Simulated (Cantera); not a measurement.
A closed system holds: 1 mol CaO, 3.4 mol HBr, held at 698 K and 0.0128 Torr.

Method: chemical equilibrium by Gibbs-energy minimisation in Cantera with the NASA 1993 tables (ideal gas, pure condensed phases). Candidate condensed phases: Br2, Ca, CaBr2, CaO, Ca(OH)2, H2O; 19 gas species. Equilibrium is a limit: real reactors are often held back by kinetics, nucleation or transport.

Base state: HBr 0.583, H2O 0.417, Br 3.54e-5, H2 3.44e-5, Br2 1.67e-5 (mole fractions); condensed: CaBr2(s).

Task: What changes in the equilibrium state with this change: temperature from 698 K to 1200 K?

Result: 
```
species         before    after
-------------  -------  -------
HBr              0.583    0.395
CaBr2          7.41e-9    0.265
H2O              0.417    0.265
Br             3.54e-5   0.0496
H2             3.44e-5   0.0248
Br2            1.67e-5  2.48e-5
CaBr2(s), mol     1.00        0
CaO(s), mol          0   0.0748
```
